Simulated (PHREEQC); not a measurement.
Dissolve 0.0011 mol Cu(NO3)2, 0.11 mol HCl, 0.0001 mol NaCl and 0.16 mol H2SO4 per kg of water at 25 °C. Closed to the air; pH follows from the charge balance.

Equilibrium calculation in PHREEQC: ion-association model, wateq4f.dat.

### Question
The ionic strength comes out as 0.309 mol/kgw. What activity coefficients do Cu+2, H+, HSO4-, CuCl+, SO4-2 get?

### Answer
Cu+2 0.29, H+ 0.78, HSO4- 0.70, CuCl+ 0.69, SO4-2 0.25.

Precipitation was switched off in this run. Complexes and solids missing from the database can't appear.
